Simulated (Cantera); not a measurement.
Feed: 1 mol SiH₂Cl₂, 1500 mol H₂, held at 1223.15 K and 0.00260 bar.

These are equilibrium values from Cantera (NASA tables, ideal gas, pure condensed phases), not measurements of a reactor. Candidate condensed phases: Si; 19 gas species. Equilibrium is a limit: real reactors are often held back by kinetics, nucleation or transport.

Base state: H₂ 0.999, HCl 0.00132 (mole fractions); condensed: Si(s).

### Question
What changes in the equilibrium state with this change: SiH₂Cl₂ replaced by SiCl₄?

### Answer
| species | before | after |
|---|---|---|
| H₂ | 0.999 | 0.997 |
| HCl | 0.00132 | 0.00263 |
| SiCl₂ | 4.26e-6 | 1.69e-5 |
| Si(s), mol | 0.994 | 0.974 |
